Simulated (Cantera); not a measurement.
A closed system holds: 1 mol MgCl2, 1.8 mol O2, 34 mol N2, at 1.60 mbar.

Method: chemical equilibrium by Gibbs-energy minimisation in Cantera with the NASA 1993 tables (ideal gas, pure condensed phases). Candidate condensed phases: Mg, MgCl2, MgO; 18 gas species. The numbers say what is thermodynamically allowed, not how fast it happens.

**Question.** What share of the Mg ends up in condensed phases as a function of T (°C), at 800, 900, 1000, 1100, 1200, 1300, 1400, 1500, 1600, 1700, 1800, 1900, 2000?

**Answer.** 
| T (°C) | Mg condensed (%) | as |
|---|---|---|
| 800 | 96.6 | MgO(s) |
| 900 | 83.7 | MgO(s) |
| 1000 | 65.2 | MgO(s) |
| 1100 | 58.3 | MgO(s) |
| 1200 | 59.7 | MgO(s) |
| 1300 | 63.3 | MgO(s) |
| 1400 | 67.1 | MgO(s) |
| 1500 | 70.6 | MgO(s) |
| 1600 | 73.5 | MgO(s) |
| 1700 | 75.3 | MgO(s) |
| 1800 | 71.3 | MgO(s) |
| 1900 | 33.0 | MgO(s) |
| 2000 | 0.0 | - |
